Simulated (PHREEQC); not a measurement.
Synthetic water in mg/L, 25 °C, pH 6.33, pe 10.4:

```json
[
 {"constituent": "Na", "mg/L": "5.49"},
 {"constituent": "K", "mg/L": "5.52"},
 {"constituent": "Ca", "mg/L": "1.41"},
 {"constituent": "Mg", "mg/L": "0.36"},
 {"constituent": "Cl", "mg/L": "1.35"},
 {"constituent": "S(6) as SO4", "mg/L": "5.63"},
 {"constituent": "Alkalinity as HCO3", "mg/L": "13.4"},
 {"constituent": "Li", "mg/L": "0.028"},
 {"constituent": "Si as SiO2", "mg/L": "0.0067"},
 {"constituent": "N(5) as NO3", "mg/L": "0.0518"}
]
```

Valence states are taken as typed.

Computed with PHREEQC (ion-association model, wateq4f.dat).

```
Item                             Value
--------------------  ----------------
ionic strength        0.000536 mol/kgw
charge-balance error            12.6 %
```

```tsv
species	molality	activity	log γ
Na+	0.000239	0.000233	-0.011
CO2	0.000225	0.000225	0.000
HCO3-	0.000220	0.000214	-0.011
K+	0.000141	0.000137	-0.011
SO4-2	5.80e-5	5.22e-5	-0.046
Cl-	3.81e-5	3.71e-5	-0.011
Ca+2	3.48e-5	3.13e-5	-0.045
```

No solid was allowed to form.
